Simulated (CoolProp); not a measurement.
Vapour-liquid equilibrium of isohexane (1) + benzene (2) at 0.092 MPa; x and y are mole fractions of (1).

Values from CoolProp's multi-fluid Helmholtz-energy mixture model, Lemmon 2006 and Thol 2012; pair parameters Bell 2016.

```
x     bubble temperature (K)  y at the bubble point  dew temperature at overall composition x (K)  liquid density (mol/L)
----  ----------------------  ---------------------  --------------------------------------------  ----------------------
0.05                   346.9                  0.137                                         349.0                   10.26
0.2                    340.8                  0.383                                         345.4                   9.657
0.35                   337.4                  0.527                                         341.7                   9.092
0.5                    335.1                  0.638                                         338.0                   8.577
0.65                   333.3                  0.741                                         334.8                   8.108
0.8                    331.9                  0.847                                         332.5                   7.682
0.95                   330.7                  0.961                                         330.8                   7.294
```

No azeotrope shows between x = 0.05 and 0.95.

The pair parameters rest on a limited set of measurements; away from them the model extrapolates.
